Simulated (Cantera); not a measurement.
A freely propagating, adiabatic, planar premixed flame of CH4 : O2 : N2 = 1 : 1.67 : 4.17 (molar parts), equivalence ratio 1.2, unburnt at 650 K and 101000 Pa; multicomponent transport, grid criteria slope 0.08 and curve 0.16, no radiation.

Cantera simulation using GRI-Mech 3.0 (53 species, 325 reactions); the numbers are that mechanism's predictions, not measurements. Burning velocities carry a grid error of a few per cent, more on coarse grids.

Task: Predict: laminar burning velocity; thermal thickness; peak x(H2O2); peak x(H); peak x(CO).

Result: 
- laminar burning velocity: 231 cm/s
- thermal thickness: 0.231 mm
- peak x(H2O2): 1.16e-5
- peak x(H): 0.0180
- peak x(CO): 0.0934
